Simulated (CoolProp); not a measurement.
The numbers come from the reference Helmholtz-energy equation of state, Thol 2015 in CoolProp.

Q: For 1,2-dichloroethane, give the phase and the cp (kJ/(kg K)), cv (kJ/(kg K)), speed of sound (m/s), expansivity (1/kK) at 370.9 K and 24.8 MPa; 399.6 K and 24.8 MPa; 485.7 K and 24.8 MPa.

A: 
- 370.9 K and 24.8 MPa: liquid; cp 1.34, cv 0.933, speed of sound 1060, expansivity 1.19
- 399.6 K and 24.8 MPa: liquid; cp 1.37, cv 0.950, speed of sound 967, expansivity 1.27
- 485.7 K and 24.8 MPa: liquid; cp 1.46, cv 1.02, speed of sound 720, expansivity 1.58
